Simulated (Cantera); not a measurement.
A perfectly stirred reactor is fed with 0.473 % CH₃OH, 0.985 % O₂, 98.5 % N₂, equivalence ratio 0.72, at 0.970 bar; it is held at 1500 K, and followed from long to short residence time.

Computed with Cantera and GRI-Mech 3.0 (53 species, 325 reactions). GRI-Mech 3.0 was tuned for natural gas; its chemistry of methanol as a main component is partial and can be far from experiment.

x: mole fraction; the columns are a selection and need not sum to one.

```csv
τ (s),x CH₃OH,x O₂,x CO,x H₂O,x NO,x CH₂O
4.7,1.62e-7,0.00275,2.42e-5,0.00940,4.40e-6,1.02e-7
1.5,3.21e-7,0.00277,4.98e-5,0.00937,4.14e-6,2.10e-7
0.46,6.15e-7,0.00279,0.000104,0.00932,3.45e-6,4.21e-7
0.14,?,0.00286,?,0.00922,2.91e-6,?
0.044,1.89e-6,0.00299,0.000411,0.00905,2.90e-6,1.40e-6
0.014,3.26e-6,0.00321,0.000745,0.00876,3.26e-6,2.45e-6
0.0043,6.36e-6,0.00357,0.00129,0.00836,3.28e-6,4.72e-6
0.0013,?,?,?,0.00789,?,?
```

Complete the blanks.


- 0.14, x CH₃OH: 1.11e-6
- 0.14, x CO: 0.000213
- 0.14, x CH₂O: 7.95e-7
- 0.0013, x CH₃OH: 1.55e-5
- 0.0013, x O₂: 0.00414
- 0.0013, x CO: 0.00213
- 0.0013, x NO: 2.47e-6
- 0.0013, x CH₂O: 1.13e-5
